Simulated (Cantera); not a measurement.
An isothermal, constant-pressure homogeneous reactor starts with H₂ : O₂ = 0.017 : 1 (molar parts), at 1225 K and 0.0263 atm. Integrator tolerance rtol = 1e-08.

Model: the H2/O2 subset of GRI-Mech 3.0, which has no nitrogen chemistry, integrated in Cantera. Radical loss at walls, strong at low pressure, is not modelled.

What does this change do: pressure from 0.0263 atm to 0.00109 atm?


| quantity | before | after |
|---|---|---|
| x(H₂) at 10.0 s | 1.31e-8 (gas-phase equilibrium 2.22e-9) | 6.93e-5 (gas-phase equilibrium 1.09e-8) |
| x(O₂) at 10.0 s | 0.983 (gas-phase equilibrium 0.983) | 0.974 (gas-phase equilibrium 0.983) |
| x(H₂O) at 10.0 s | 0.0168 (gas-phase equilibrium 0.0169) | 0.0159 (gas-phase equilibrium 0.0168) |
| x(O) at 10.0 s | 1.51e-6 (gas-phase equilibrium 2.57e-7) | 0.00843 (gas-phase equilibrium 1.27e-6) |
| x(H₂O₂) at 10.0 s | 4.00e-10 (gas-phase equilibrium 8.14e-11) | 2.42e-9 (gas-phase equilibrium 1.65e-11) |
